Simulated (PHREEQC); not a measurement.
Solution (25 °C): 1.1 mmol/kgw KHCO3, 54 mmol/kgw NH3 and 190 mmol/kgw KCl. Closed to the air; pH follows from the charge balance.

Computed with PHREEQC (ion-association model, wateq4f.dat).

```
quantity                  before  after
------------------------  ------  -----
pH                         10.81   8.06
ionic strength (mol/kgw)   0.194  0.191
```

### Question
Which change was made?
A. KCl from 0.19 to 0.095 mol/kgw
B. NH3 left out
C. KHCO3 from 0.0011 to 0.011 mol/kgw
D. KHCO3 replaced by K2SO4 at the same molality

### Answer
B, NH3 left out

No solid was allowed to form.
